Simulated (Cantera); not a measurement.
Cantera with NASA thermochemical tables; ideal gases at 1 bar, condensed phases pure. Values are per mole of reaction as written; species without (g) are pure solids or liquids, kept so even where they would boil at 1 bar. ZrN: taken at fixed stoichiometry.

4 ZrN + 9 OH(g) = 3 NH3(g) + 4 ZrO2(g) + NO(g), with ΔH° = -84.6 kJ and ΔS° = 74.0 J/K at 300 K.

Task: How far is the shortcut ΔG° ≈ ΔH°(300 K) − T·ΔS°(300 K) from the full temperature-dependent value at 2100, 2200, 2300, 2400, 2500, 2600, 2700, 2800 K?

Result: 
```tsv
T (K)	shortcut (kJ)	full (kJ)	difference (kJ)	difference in log10 K
2100	-240.1	-53.4	-186.7	4.64
2200	-247.5	-45.8	-201.7	4.79
2300	-254.9	-37.8	-217.1	4.93
2400	-262.3	-29.5	-232.8	5.07
2500	-269.7	-20.9	-248.8	5.20
2600	-277.1	-11.9	-265.1	5.33
2700	-284.5	-2.7	-281.8	5.45
2800	-291.9	6.9	-298.8	5.57
```
The shortcut ignores the heat-capacity change of the reaction.
